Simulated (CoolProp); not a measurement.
A Linde-Hampson liquefier for CF4 (R14): isothermal reversible compression at 320 K from 1 atm to 20 MPa, throttling to 1 atm, return gas leaving the recuperator 0 K below the feed. Each further row changes one setting.

Computed with CoolProp (reference Helmholtz-energy equation of state, Platzer 1990). This equation is an older, rougher fit; its heat capacities, sound speeds and derivatives of the liquid may be far off and weren't checked against measurements.

| case | liquid yield per pass | compression work (kJ/kg of gas) |
|---|---|---|
| as stated | 0.226 | 148 |
| high pressure 40 MPa | 0.253 | 169 |
| warm-end temperature 350 K | 0.172 | 166 |
| warm-end gap 5 K | 0.214 | 148 |
